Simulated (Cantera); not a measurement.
An isothermal, constant-pressure homogeneous reactor starts with 1.59 % CH4, 98.4 % H2, at 1898 K and 10.5 Torr.

Detailed kinetics in Cantera: GRI-Mech 3.0 (53 species, 325 reactions). GRI-Mech 3.0 stops at C3 and has no aromatics, soot or wall deposition, so with more carbon than oxygen in the feed, carbon stays in small species such as C2H2 where larger ones or solid carbon would form. Radical loss at walls, strong at low pressure, is not modelled.

x: mole fraction; the columns are a selection and need not sum to one.

```tsv
t (s)	x CH4	x H2	x C2H	x C2H2	x C2H6	x CH3	x CH2
8.00e-5	0.0159	0.984	<1e-12	<1e-12	4.31e-12	3.29e-6	2.21e-11
0.000165	0.0159	0.984	<1e-12	<1e-12	2.81e-11	6.04e-6	9.63e-11
0.000341	0.0159	0.984	<1e-12	1.46e-11	1.70e-10	1.17e-5	4.27e-10
0.000706	0.0158	0.984	<1e-12	2.60e-10	9.26e-10	2.33e-5	1.87e-9
0.00146	0.0158	0.984	<1e-12	[?]	4.46e-9	4.72e-5	8.08e-9
0.00301	0.0158	0.984	<1e-12	[?]	1.92e-8	9.63e-5	3.43e-8
0.00622	0.0157	0.984	1.51e-11	[?]	7.42e-8	0.000196	1.43e-7
0.0129	0.0154	0.983	4.70e-10	[?]	2.44e-7	0.000392	5.64e-7
0.0266	0.0145	0.982	8.71e-9	[?]	5.80e-7	0.000712	1.87e-6
0.0549	0.0119	0.982	7.21e-8	[?]	6.90e-7	0.000911	3.62e-6
0.113	0.00757	0.983	2.22e-7	[?]	3.46e-7	0.000697	3.45e-6
0.234	0.00382	0.985	3.83e-7	[?]	9.97e-8	0.000394	2.30e-6
0.484	0.00165	0.986	5.12e-7	0.00688	2.09e-8	0.000190	1.27e-6
1.00	0.000680	0.986	5.96e-7	0.00741	3.84e-9	8.43e-5	6.24e-7
```

### Question
Some entries are withheld; supply them.

### Answer

- 0.00146, x C2H2: 4.90e-9
- 0.00301, x C2H2: 9.67e-8
- 0.00622, x C2H2: 1.86e-6
- 0.0129, x C2H2: 2.84e-5
- 0.0266, x C2H2: 0.000273
- 0.0549, x C2H2: 0.00145
- 0.113, x C2H2: 0.00370
- 0.234, x C2H2: 0.00571
